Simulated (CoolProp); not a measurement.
Vapour-liquid equilibrium of ethylene (1) + n-butane (2) at 246.3 K; x and y are mole fractions of (1).

Model: multi-fluid Helmholtz-energy mixture model, Smukala 2000 and Bücker 2006; pair parameters Bell 2016, in CoolProp.

| x | bubble pressure (bar) | y at the bubble point | dew pressure at overall composition x (bar) | liquid density (mol/L) |
|---|---|---|---|---|
| 0.05 | 1.497 | 0.781 | 0.3463 | 11.04 |
| 0.125 | 2.935 | 0.890 | 0.3761 | 11.38 |
| 0.2 | 4.169 | 0.924 | 0.4115 | 11.73 |
| 0.275 | 5.330 | 0.942 | 0.4541 | 12.11 |
| 0.35 | 6.499 | 0.955 | 0.5066 | 12.50 |
| 0.425 | 7.734 | 0.964 | 0.5726 | 12.90 |
| 0.5 | 9.070 | 0.971 | 0.6585 | 13.32 |
| 0.575 | 10.53 | 0.978 | 0.7745 | 13.74 |
| 0.65 | 12.12 | 0.983 | 0.9400 | 14.16 |
| 0.725 | 13.84 | 0.987 | 1.195 | 14.57 |
| 0.8 | 15.67 | 0.991 | 1.639 | 14.95 |
| 0.875 | 17.60 | 0.995 | 2.600 | 15.26 |
| 0.95 | 19.64 | 0.998 | 6.002 | 15.42 |

No azeotrope shows between x = 0.05 and 0.95.

Pair parameters are fitted to limited data, so mixtures are less certain than the pure fluids. The gap from Raoult's law changes sign with composition, which may be real or a fault of the pair parameters; it wasn't checked against measurements.
